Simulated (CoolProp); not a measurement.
Carbon dioxide along the isotherm 7.05 °C: density (kg/m³) from the reference equation and from simpler models built on Tc = 31.0 °C, pc = 7377 kPa, ω = 0.224; each cubic takes its own stable root.

Values from CoolProp's reference Helmholtz-energy equation of state, Span 1996.

```json
[
 {"p (kPa)": "2840", "phase": "gas", "reference": "67.54"},
 {"p (kPa)": "5670", "phase": "liquid", "reference": "899.8"},
 {"p (kPa)": "8510", "phase": "liquid", "reference": "925.9"},
 {"p (kPa)": "11300", "phase": "liquid", "reference": "946.0"},
 {"p (kPa)": "14200", "phase": "liquid", "reference": "963.6"},
 {"p (kPa)": "17000", "phase": "liquid", "reference": "978.3"},
 {"p (kPa)": "19900", "phase": "liquid", "reference": "991.9"},
 {"p (kPa)": "22700", "phase": "liquid", "reference": "1004"},
 {"p (kPa)": "25500", "phase": "liquid", "reference": "1015"},
 {"p (kPa)": "28400", "phase": "liquid", "reference": "1025"},
 {"p (kPa)": "31200", "phase": "liquid", "reference": "1034"},
 {"p (kPa)": "34000", "phase": "liquid", "reference": "1043"},
 {"p (kPa)": "36900", "phase": "liquid", "reference": "1052"}
]
```

Q: How far does each simpler model (van der Waals, Redlich-Kwong, Soave-Redlich-Kwong) lie from the reference over these 13 states: mean and median of the absolute difference, and the worst?

A: 
- van der Waals: mean 29.8 %, median 30.7 %, worst -38.6 % at 7.05 °C and 5670 kPa
- Redlich-Kwong: mean 9.8 %, median 9.3 %, worst -17.3 % at 7.05 °C and 5670 kPa
- Soave-Redlich-Kwong: mean 8.1 %, median 7.9 %, worst -13.5 % at 7.05 °C and 5670 kPa
